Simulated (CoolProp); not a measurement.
The numbers come from the reference Helmholtz-energy equation of state, Lemmon 2006 in CoolProp. It is a short technical equation, of lower accuracy than the large ones.

Question: Give the vapour pressure (bar), liquid density (kg/m³), vapour density (kg/m³), liquid cp (kJ/(kg K)) of saturated carbon monoxide at -178.25 °C.

Answer: 
```tsv
T (°C)	p (bar)	liquid density (kg/m³)	vapour density (kg/m³)	liquid cp (kJ/(kg K))
-178.25	3.66	732	14.5	2.23
```
